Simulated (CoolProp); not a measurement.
Vapour-liquid equilibrium of propane (1) + R236FA (2) at 242.1 K; x and y are mole fractions of (1).

Model: multi-fluid Helmholtz-energy mixture model, Lemmon 2009 and Pan 2012; pair parameters Bell 2016, in CoolProp.

| x | bubble pressure (bar) | y at the bubble point | dew pressure at overall composition x (bar) | liquid density (mol/L) |
|---|---|---|---|---|
| 0.05 | 0.6302 | 0.621 | 0.2585 | 10.18 |
| 0.15 | 1.137 | 0.801 | 0.2884 | 10.35 |
| 0.25 | 1.389 | 0.845 | 0.3262 | 10.54 |
| 0.35 | 1.494 | 0.860 | 0.3751 | 10.74 |
| 0.45 | 1.527 | 0.865 | 0.4412 | 10.96 |
| 0.55 | 1.536 | 0.867 | 0.5353 | 11.21 |
| 0.65 | 1.544 | 0.869 | 0.6796 | 11.50 |
| 0.75 | 1.564 | 0.877 | 0.9276 | 11.83 |
| 0.85 | 1.594 | 0.899 | 1.424 | 12.20 |
| 0.95 | 1.616 | 0.952 | 1.616 | 12.64 |

No azeotrope shows between x = 0.05 and 0.95.

The pair parameters rest on a limited set of measurements; away from them the model extrapolates. With so large a gap from Raoult's law the liquid may split in two, which this calculation doesn't test in full.
